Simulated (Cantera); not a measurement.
# Low-pressure radical oxidation in H2/O2

An isothermal, constant-pressure homogeneous reactor starts with 1.77 % H₂, 49.1 % O₂, 49.1 % N₂, equivalence ratio 0.018, at 1225 K and 18.8 Torr.

Model: GRI-Mech 3.0 (53 species, 325 reactions), integrated in Cantera. Radical loss at walls, strong at low pressure, is not modelled.

```json
[
 {"t (s)": "3.00e-6", "x H₂": "0.0177", "x O₂": "0.491", "x H₂O₂": "<1e-12", "x HO₂": "7.13e-11", "x O": "2.60e-12"},
 {"t (s)": "1.75e-5", "x H₂": "0.0177", "x O₂": "0.491", "x H₂O₂": "<1e-12", "x HO₂": "4.16e-10", "x O": "7.76e-11"},
 {"t (s)": "0.000102", "x H₂": "0.0177", "x O₂": "0.491", "x H₂O₂": "<1e-12", "x HO₂": "2.43e-9", "x O": "1.70e-9"},
 {"t (s)": "0.000594", "x H₂": "0.0177", "x O₂": "0.491", "x H₂O₂": "1.37e-11", "x HO₂": "1.46e-8", "x O": "7.75e-8"},
 {"t (s)": "0.00346", "x H₂": "0.00190", "x O₂": "0.479", "x H₂O₂": "1.46e-7", "x HO₂": "2.67e-6", "x O": "0.00979"},
 {"t (s)": "0.0202", "x H₂": "0.000154", "x O₂": "0.480", "x H₂O₂": "5.12e-8", "x HO₂": "1.84e-6", "x O": "0.00838"},
 {"t (s)": "0.118", "x H₂": "3.10e-5", "x O₂": "0.485", "x H₂O₂": "3.78e-8", "x HO₂": "9.15e-7", "x O": "0.00162"},
 {"t (s)": "0.686", "x H₂": "1.68e-6", "x O₂": "0.487", "x H₂O₂": "9.81e-9", "x HO₂": "1.40e-7", "x O": "8.86e-5"},
 {"t (s)": "4.00", "x H₂": "9.94e-8", "x O₂": "0.487", "x H₂O₂": "1.20e-9", "x HO₂": "1.35e-8", "x O": "5.31e-6"}
]
```
x: mole fraction; the columns are a selection and need not sum to one.

Equilibrium at this temperature and pressure: H₂ 3.44e-9, O₂ 0.486, H₂O₂ 5.87e-11, HO₂ 5.55e-9, O 1.87e-7 (gas phase only).
